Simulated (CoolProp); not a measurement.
The fluid at 298.15 K and 0.459 MPa flows at 4.5 m/s in a round tube of 100 mm bore and 15 µm roughness, fully developed (64/Re and Nu = 3.66 if laminar; Colebrook and Gnielinski if turbulent). The same conditions are run with several fluids, on thermodynamics alone (safety and materials aside).

Computed with CoolProp (reference Helmholtz-energy equation of state of each fluid (C3F8 (R218): Lemmon 2006; CF4 (R14): Platzer 1990; methane: Setzmann 1991; R125: Lemmon 2005; R404A: Lemmon 2003)). The equations of Platzer and Polt are older, rougher fits. Blends and air are pseudo-pure fits.

**Question.** Rank C3F8 (R218), CF4 (R14), methane, R125, R404A by Reynolds number, highest first.

**Answer.** C3F8 (R218) (1440000), R125 (829000), R404A (718000), CF4 (R14) (428000), methane (120000)

```
fluid        Darcy friction factor  pressure drop (Pa/m)  heat-transfer coefficient (W/(m² K))  mass flow (kg/h)
-----------  ---------------------  --------------------  ------------------------------------  ----------------
C3F8 (R218)                 0.0138                  54.4                                   273              4960
CF4 (R14)                   0.0152                  25.5                                   110              2110
methane                     0.0182                  5.51                                  77.0               381
R125                        0.0143                  34.7                                   176              3050
R404A                       0.0145                  28.8                                   160              2500
```

Transport values come from each fluid's own correlations; those of C3F8 (R218), CF4 (R14) are estimates that may be off by 10 % or more.
